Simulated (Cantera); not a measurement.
A counterflow diffusion flame at 0.420 bar, nozzles 20 mm apart: fuel side CH4 : C2H6 : C3H8 = 1 : 0.13 : 0.24 (molar parts) at 448 K, oxidiser side O2 : N2 = 0.17 : 0.83 (molar parts) at 350 K, fuel mass flux 0.72 times the oxidiser's; mixture-averaged transport, no radiation.

Computed with Cantera and GRI-Mech 3.0 (53 species, 325 reactions). GRI-Mech 3.0 was tuned for natural gas; its chemistry of propane as a main component is partial and can be far from experiment. GRI-Mech 3.0 has no aromatics or soot, which form on the fuel side of real flames. The maximum strain rate includes the flame's own expansion and is several times the mean. A flux with no burning solution from the previous one only brackets extinction.

x: mole fraction; the columns are a selection and need not sum to one.

```json
[
 {"oxidiser flux (kg/m²/s)": "0.1", "max strain (1/s)": "137", "mean strain (1/s)": "26.4", "T max (K)": "1772", "peak x OH": "0.00384", "peak x H": "0.00402", "peak x NO": "7.77e-5", "peak x CO": "0.0380", "peak x C2H2": "0.0115"},
 {"oxidiser flux (kg/m²/s)": "0.14", "max strain (1/s)": "[?]", "mean strain (1/s)": "37.0", "T max (K)": "1751", "peak x OH": "0.00362", "peak x H": "0.00404", "peak x NO": "[?]", "peak x CO": "0.0390", "peak x C2H2": "[?]"},
 {"oxidiser flux (kg/m²/s)": "0.18", "max strain (1/s)": "[?]", "mean strain (1/s)": "47.5", "T max (K)": "1733", "peak x OH": "0.00341", "peak x H": "0.00399", "peak x NO": "[?]", "peak x CO": "0.0400", "peak x C2H2": "[?]"},
 {"oxidiser flux (kg/m²/s)": "0.24", "max strain (1/s)": "287", "mean strain (1/s)": "63.4", "T max (K)": "1705", "peak x OH": "0.00307", "peak x H": "0.00378", "peak x NO": "3.17e-5", "peak x CO": "0.0413", "peak x C2H2": "0.00721"},
 {"oxidiser flux (kg/m²/s)": "0.32", "max strain (1/s)": "368", "mean strain (1/s)": "84.5", "T max (K)": "1657", "peak x OH": "0.00250", "peak x H": "0.00321", "peak x NO": "1.53e-5", "peak x CO": "0.0429", "peak x C2H2": "0.00479"}
]
```

Q: Some entries are withheld; supply them.

A: 
- 0.14, max strain (1/s): 183
- 0.14, peak x NO: 6.04e-5
- 0.14, peak x C2H2: 0.0101
- 0.18, max strain (1/s): 224
- 0.18, peak x NO: 4.74e-5
- 0.18, peak x C2H2: 0.00894
